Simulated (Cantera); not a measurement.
Equilibrium for hydrogen reduction and annealing atmospheres: Cu2O + H2 + H2O

Input: 1 mol Cu2O, 59 mol H2, 1.7 mol H2O, held at 875 K and 14.0 mbar.

Method: chemical equilibrium by Gibbs-energy minimisation in Cantera with the NASA 1993 tables (ideal gas, pure condensed phases). Candidate condensed phases: Cu, CuO, Cu(OH)2, Cu2O, H2O; 12 gas species. Rates play no part.

```
Quantity                                   Value
-------------------------------------  ---------
x(H2)                                      0.956
x(H2O)                                    0.0445
n(Cu(s))                                2.00 mol
gas amount                             60.70 mol
log10 activity of Cu(OH)2(s) (absent)     -14.72
```
